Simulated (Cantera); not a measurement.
An adiabatic, constant-volume homogeneous reactor starts with 6.33 % CH₄, 0.355 % CO, 11.6 % O₂, 81.7 % N₂, equivalence ratio 1.1, at 1475 K and 9.87 atm.

Detailed kinetics in Cantera: GRI-Mech 3.0 (53 species, 325 reactions).

Question: Predict: time of steepest temperature rise; temperature at 1.00 s; equilibrium temperature; x(CO) at 1.00 s; x(O₂) at 1.00 s; x(H₂) at 1.00 s; x(O) at 1.00 s.

Answer: 
| Item | Value |
|---|---|
| time of steepest temperature rise | 0.439 ms |
| temperature at 1.00 s | 2778 K |
| equilibrium temperature | 2778 K |
| x(CO) at 1.00 s | 0.0251 (gas-phase equilibrium 0.0251) |
| x(O₂) at 1.00 s | 0.00262 (gas-phase equilibrium 0.00262) |
| x(H₂) at 1.00 s | 0.00993 (gas-phase equilibrium 0.00993) |
| x(O) at 1.00 s | 0.000585 (gas-phase equilibrium 0.000585) |
